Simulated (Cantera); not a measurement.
An isothermal, constant-pressure homogeneous reactor starts with 1.15 % C2H6, 98.9 % H2, at 1150 K and 0.0263 atm.

Computed with Cantera and GRI-Mech 3.0 (53 species, 325 reactions). GRI-Mech 3.0 stops at C3 and has no aromatics, soot or wall deposition, so with more carbon than oxygen in the feed, carbon stays in small species such as C2H2 where larger ones or solid carbon would form. Radical loss at walls, strong at low pressure, is not modelled.

x: mole fraction; the columns are a selection and need not sum to one.

```tsv
t (s)	x C2H6	x H2	x C2H	x H	x C2H4
0.000500	0.0115	0.989	<1e-12	2.93e-7	2.35e-7
0.00116	0.0115	0.989	<1e-12	7.27e-7	1.96e-6
0.00271	0.0115	0.989	<1e-12	1.73e-6	1.28e-5
0.00630	0.0114	0.988	<1e-12	4.01e-6	7.30e-5
0.0147	0.0111	0.988	<1e-12	8.91e-6	0.000380
0.0341	[?]	0.988	<1e-12	[?]	[?]
0.0794	0.00533	0.987	<1e-12	2.42e-5	0.00480
0.185	[?]	0.986	<1e-12	[?]	0.00761
0.430	0.000196	0.986	<1e-12	1.11e-5	0.00811
1.00	6.63e-5	0.986	<1e-12	5.56e-6	0.00784
```

Some entries are withheld; supply them.


- 0.0341, x C2H6: 0.00950
- 0.0341, x H: 1.74e-5
- 0.0341, x C2H4: 0.00166
- 0.185, x C2H6: 0.00129
- 0.185, x H: 2.10e-5
